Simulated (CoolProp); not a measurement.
Vapour pressure (kPa) of decamethyltetrasiloxane (MD2M): the reference equation beside estimates from Tc = 599.4 K, pc = 1144 kPa, ω = 0.635. Clausius-Clapeyron is anchored at 406.3 K with a constant enthalpy of vaporisation of 47.15 kJ/mol.

Model: reference Helmholtz-energy equation of state, Thol 2017, in CoolProp.

```json
[
 {"T (K)": "406.3", "reference": "16.95", "Lee-Kesler": "17.02", "Clausius-Clapeyron": "16.95", "Redlich-Kwong": "75.80", "Soave-Redlich-Kwong": "17.01", "Peng-Robinson": "17.64"},
 {"T (K)": "410.3", "reference": "19.47", "Lee-Kesler": "19.52", "Clausius-Clapeyron": "19.42", "Redlich-Kwong": "82.59", "Soave-Redlich-Kwong": "19.52", "Peng-Robinson": "20.18"},
 {"T (K)": "414.3", "reference": "22.28", "Lee-Kesler": "22.31", "Clausius-Clapeyron": "22.20", "Redlich-Kwong": "89.81", "Soave-Redlich-Kwong": "22.33", "Peng-Robinson": "23.01"},
 {"T (K)": "418.3", "reference": "25.42", "Lee-Kesler": "25.43", "Clausius-Clapeyron": "25.30", "Redlich-Kwong": "97.48", "Soave-Redlich-Kwong": "25.45", "Peng-Robinson": "26.16"},
 {"T (K)": "422.4", "reference": "28.98", "Lee-Kesler": "28.97", "Clausius-Clapeyron": "28.86", "Redlich-Kwong": "105.8", "Soave-Redlich-Kwong": "29.02", "Peng-Robinson": "29.74"},
 {"T (K)": "426.4", "reference": "32.84", "Lee-Kesler": "32.80", "Clausius-Clapeyron": "32.73", "Redlich-Kwong": "114.4", "Soave-Redlich-Kwong": "32.87", "Peng-Robinson": "33.61"},
 {"T (K)": "430.4", "reference": "37.10", "Lee-Kesler": "37.03", "Clausius-Clapeyron": "37.04", "Redlich-Kwong": "123.6", "Soave-Redlich-Kwong": "37.13", "Peng-Robinson": "37.87"},
 {"T (K)": "434.4", "reference": "41.78", "Lee-Kesler": "41.68", "Clausius-Clapeyron": "41.82", "Redlich-Kwong": "133.2", "Soave-Redlich-Kwong": "41.82", "Peng-Robinson": "42.56"},
 {"T (K)": "438.4", "reference": "46.93", "Lee-Kesler": "46.79", "Clausius-Clapeyron": "47.11", "Redlich-Kwong": "143.3", "Soave-Redlich-Kwong": "46.98", "Peng-Robinson": "47.70"},
 {"T (K)": "442.4", "reference": "52.56", "Lee-Kesler": "52.38", "Clausius-Clapeyron": "52.95", "Redlich-Kwong": "154.0", "Soave-Redlich-Kwong": "52.63", "Peng-Robinson": "53.33"},
 {"T (K)": "446.4", "reference": "58.71", "Lee-Kesler": "58.50", "Clausius-Clapeyron": "59.40", "Redlich-Kwong": "165.2", "Soave-Redlich-Kwong": "58.82", "Peng-Robinson": "59.48"},
 {"T (K)": "450.4", "reference": "65.41", "Lee-Kesler": "65.16", "Clausius-Clapeyron": "66.49", "Redlich-Kwong": "177.0", "Soave-Redlich-Kwong": "65.57", "Peng-Robinson": "66.18"}
]
```

Absolute difference from the reference over all 12 rows, mean and median: Lee-Kesler 0.2 and 0.2 %, Clausius-Clapeyron 0.5 and 0.4 %, Redlich-Kwong 247.8 and 240.8 %, Soave-Redlich-Kwong 0.2 and 0.1 %, Peng-Robinson 2.4 and 2.2 %.
